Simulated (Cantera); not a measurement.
## Ignition delay

Mixture: CO : H₂ : O₂ : N₂ = 1 : 0.052 : 0.376 : 2.44 (molar parts), equivalence ratio 1.4, at 1.00 bar, adiabatic and at constant pressure. Ignition delay is the time to a rise of 400 K.

Cantera simulation using GRI-Mech 3.0 (53 species, 325 reactions); the numbers are that mechanism's predictions, not measurements. Where the delays flatten at high temperature, the 400 K rule measures the pace of heat release, not the induction time.

| T0 (K) | delay (ms) |
|---|---|
| 1150 | 0.285 |
| 1225 | 0.212 |
| 1300 | 0.176 |
| 1375 | 0.157 |
| 1450 | 0.148 |
| 1525 | 0.146 |
| 1600 | 0.149 |
| 1675 | 0.155 |
| 1750 | 0.164 |
